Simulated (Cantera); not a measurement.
Feed: 1 mol PbS, 1.8 mol H₂, held at 1198.15 K and 1.80 mbar.

Equilibrium computed with Cantera from the NASA thermochemical tables; the gas is ideal and each condensed phase is pure. Candidate condensed phases: Pb, PbS, S; 10 gas species. Gases not in the tables: S₃ to S₇. Rates play no part.

Base state: H₂ 0.607, PbS 0.316, Pb 0.0400, H₂S 0.0333, S₂ 0.00326, SH 0.000161 (mole fractions); condensed: gas only.

### Question
What changes in the equilibrium state with this change: PbS replaced by PbO?

### Answer
```
species       before    after
----------  --------  -------
H₂O                0    0.363
Pb            0.0400    0.347
H₂             0.607    0.290
PbS            0.316        0
H₂S           0.0333        0
S₂           0.00326        0
SH          0.000161        0
PbO                0  1.37e-5
Pb₂          1.68e-7  1.27e-5
Pb(l), mol         0   0.0419
```
Further candidate phases: H₂O, PbO, PbO₂, Pb₃O₄.
